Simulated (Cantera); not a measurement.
Input (Python, Cantera) and output of one run.

```python
import numpy as np
import cantera as ct

gas_names = """
    AL ALC ALN AL2 C CN C2 CCN CNC C2N2 C3 C4 C4N2 C5 N N2
""".split()
cond_names = """
    AL(cr) AL(L) ALN(s) C(gr)
""".split()


def load(file, names, dense=False):
    # The tables refer to 1 bar. Condensed volumes are neglected.
    table = {s.name: s for s in ct.Species.list_from_file(file)}
    out = []
    for n in names:
        d = dict(table[n].input_data)
        d["thermo"] = dict(d["thermo"], **{"reference-pressure": 1e5})
        if dense:
            d["equation-of-state"] = {"model": "constant-volume", "density": "1e6 g/cm^3"}
        out.append(ct.Species.from_dict(d))
    return out


gas = ct.Solution(thermo="ideal-gas", species=load("nasa_gas.yaml", gas_names))
cond = {s.name: ct.Solution(thermo="fixed-stoichiometry", species=[s], name=s.name)
        for s in load("nasa_condensed.yaml", cond_names, dense=True)}
atoms = {
    'AlN': {'AL': 1, 'N': 1},
    'C': {'C': 1},
    'N2': {'N': 2},
}
top_T = {'ALN(s)': 2750, 'C(gr)': 4500}  # K; cautious upper limits of use, not melting points


def equilibrate(T, P, feed):
    n = {}
    for name, mol in feed.items():
        for a, k in atoms[name].items():
            n[a] = n.get(a, 0.0) + k * mol
    gas.TPX = T, P, n
    mass = sum(n.values()) * gas.mean_molecular_weight
    gas.equilibrate("TP")
    valid = [c for c in cond.values() if c.min_temp <= T <= top_T.get(c.name, c.max_temp)]
    mix = ct.Mixture([(gas, mass / gas.mean_molecular_weight)] + [(c, 0.0) for c in valid])
    mix.T, mix.P = T, P
    mix.equilibrate("TP", solver="vcs", rtol=1e-11, max_steps=5000)
    return mix


results = []
feed = {'AlN': 1, 'C': 0.018, 'N2': 0.2}  # mol
T = 2223.15  # K
P = 1100  # Pa
mix = equilibrate(T, P, feed)
results.append((T, P, feed, dict(zip(mix.species_names, mix.species_moles))))
print(gas.report(threshold=0.001))
for i in range(1, mix.n_phases):
    print(f"{mix.phase(i).name:16s} {mix.phase_moles(i):12.5e} mol")
```

Result:

```
       temperature   2223.2 K
          pressure   1100 Pa
           density   0.0016316 kg/m^3
  mean mol. weight   27.418 kg/kmol
   phase of matter   gas

                          1 kg             1 kmol
                     ---------------   ---------------
          enthalpy        8.9008e+06        2.4404e+08  J
   internal energy        8.2266e+06        2.2556e+08  J
           entropy            9851.6        2.7011e+05  J/K
    Gibbs function       -1.3001e+07       -3.5645e+08  J
 heat capacity c_p            992.79             27220  J/K
 heat capacity c_v            689.54             18906  J/K

                      mass frac. Y      mole frac. X     chem. pot. / RT
                     ---------------   ---------------   ---------------
                AL           0.57829           0.58765           -9.8803
                N2           0.42085           0.41189             -32.7
     [  +14 minor]        0.00085718        0.00046082

AL(L)             0.00000e+00 mol
ALN(s)            0.00000e+00 mol
C(gr)             1.78990e-02 mol
```

Equilibrium computed with Cantera from the NASA thermochemical tables; the gas is ideal and each condensed phase is pure.
